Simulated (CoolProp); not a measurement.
R142b at 298.15 K and 0.0947 MPa is throttled through a valve to 0.0553 MPa with no heat exchange. Each further row changes one setting.

Values from CoolProp's reference Helmholtz-energy equation of state, Lemmon 2006. It is a short technical equation, of lower accuracy than the large ones.

```csv
case,temperature change (K),final density (kg/m³)
as stated,-1.1,2.28
outlet pressure 0.0166 MPa,-2.1,0.681
outlet pressure 0.0719 MPa,-0.6,2.98
```
